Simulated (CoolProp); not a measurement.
Saturation properties of octamethylcyclotetrasiloxane (D4) (Tc = 313.4 °C, pc = 13.47 bar, ω = 0.598).

Model: reference Helmholtz-energy equation of state, Thol 2015, in CoolProp.

```json
[
 {"T (°C)": "102.05", "p (bar)": "0.09505", "liquid density (kg/m³)": "860.7", "enthalpy of vaporisation (kJ/kg)": "157.9", "liquid cp (kJ/(kg K))": "1.820", "vapour Z": "0.9869", "surface tension (mN/m)": "12.4"},
 {"T (°C)": "110.85", "p (bar)": "0.1344", "liquid density (kg/m³)": "849.9", "enthalpy of vaporisation (kJ/kg)": "154.8", "liquid cp (kJ/(kg K))": "1.840", "vapour Z": "0.9829", "surface tension (mN/m)": "11.8"},
 {"T (°C)": "119.55", "p (bar)": "0.1855", "liquid density (kg/m³)": "839.2", "enthalpy of vaporisation (kJ/kg)": "151.8", "liquid cp (kJ/(kg K))": "1.860", "vapour Z": "0.9782", "surface tension (mN/m)": "11.2"},
 {"T (°C)": "128.25", "p (bar)": "0.2514", "liquid density (kg/m³)": "828.3", "enthalpy of vaporisation (kJ/kg)": "148.7", "liquid cp (kJ/(kg K))": "1.880", "vapour Z": "0.9726", "surface tension (mN/m)": "10.6"},
 {"T (°C)": "137.05", "p (bar)": "0.3361", "liquid density (kg/m³)": "817.1", "enthalpy of vaporisation (kJ/kg)": "145.5", "liquid cp (kJ/(kg K))": "1.901", "vapour Z": "0.9659", "surface tension (mN/m)": "9.95"},
 {"T (°C)": "145.75", "p (bar)": "0.4408", "liquid density (kg/m³)": "805.9", "enthalpy of vaporisation (kJ/kg)": "142.3", "liquid cp (kJ/(kg K))": "1.922", "vapour Z": "0.9583", "surface tension (mN/m)": "9.36"},
 {"T (°C)": "154.45", "p (bar)": "0.5700", "liquid density (kg/m³)": "794.4", "enthalpy of vaporisation (kJ/kg)": "139.1", "liquid cp (kJ/(kg K))": "1.943", "vapour Z": "0.9496", "surface tension (mN/m)": "…"},
 {"T (°C)": "163.15", "p (bar)": "0.7274", "liquid density (kg/m³)": "782.8", "enthalpy of vaporisation (kJ/kg)": "135.8", "liquid cp (kJ/(kg K))": "1.964", "vapour Z": "0.9396", "surface tension (mN/m)": "8.20"},
 {"T (°C)": "171.95", "p (bar)": "0.9193", "liquid density (kg/m³)": "770.7", "enthalpy of vaporisation (kJ/kg)": "132.4", "liquid cp (kJ/(kg K))": "1.987", "vapour Z": "0.9283", "surface tension (mN/m)": "7.63"},
 {"T (°C)": "180.65", "p (bar)": "1.146", "liquid density (kg/m³)": "758.4", "enthalpy of vaporisation (kJ/kg)": "128.9", "liquid cp (kJ/(kg K))": "2.009", "vapour Z": "0.9158", "surface tension (mN/m)": "7.06"},
 {"T (°C)": "189.35", "p (bar)": "1.413", "liquid density (kg/m³)": "…", "enthalpy of vaporisation (kJ/kg)": "125.3", "liquid cp (kJ/(kg K))": "2.032", "vapour Z": "0.9019", "surface tension (mN/m)": "6.51"},
 {"T (°C)": "198.05", "p (bar)": "1.727", "liquid density (kg/m³)": "732.9", "enthalpy of vaporisation (kJ/kg)": "121.7", "liquid cp (kJ/(kg K))": "2.056", "vapour Z": "0.8864", "surface tension (mN/m)": "5.96"},
 {"T (°C)": "206.85", "p (bar)": "2.096", "liquid density (kg/m³)": "719.3", "enthalpy of vaporisation (kJ/kg)": "117.8", "liquid cp (kJ/(kg K))": "2.080", "vapour Z": "0.8692", "surface tension (mN/m)": "5.42"},
 {"T (°C)": "215.55", "p (bar)": "2.517", "liquid density (kg/m³)": "705.4", "enthalpy of vaporisation (kJ/kg)": "113.8", "liquid cp (kJ/(kg K))": "2.106", "vapour Z": "0.8503", "surface tension (mN/m)": "4.89"},
 {"T (°C)": "224.25", "p (bar)": "3.001", "liquid density (kg/m³)": "690.9", "enthalpy of vaporisation (kJ/kg)": "109.6", "liquid cp (kJ/(kg K))": "2.133", "vapour Z": "0.8296", "surface tension (mN/m)": "…"}
]
```

Q: Complete the blanks.

A: 
- 154.45, surface tension (mN/m): 8.78
- 189.35, liquid density (kg/m³): 745.8
- 224.25, surface tension (mN/m): 4.37

It boils at 175.7 °C under 1 atm.

Surface tension comes from a separate correlation (Mulero 2014), older than this fluid's equation and unchecked against measurements.
